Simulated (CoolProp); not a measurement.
Computed with CoolProp (reference Helmholtz-energy equation of state, Eisenbach 2021).

**Question.** Give the vapour pressure (MPa), liquid cp (kJ/(kg K)), vapour Z of saturated propylene glycol at 524.2, 544.1, 564 K.

**Answer.** 
| T (K) | p (MPa) | liquid cp (kJ/(kg K)) | vapour Z |
|---|---|---|---|
| 524.2 | 0.534 | 3.73 | 0.931 |
| 544.1 | 0.822 | 3.86 | 0.906 |
| 564 | 1.22 | 4.02 | 0.874 |
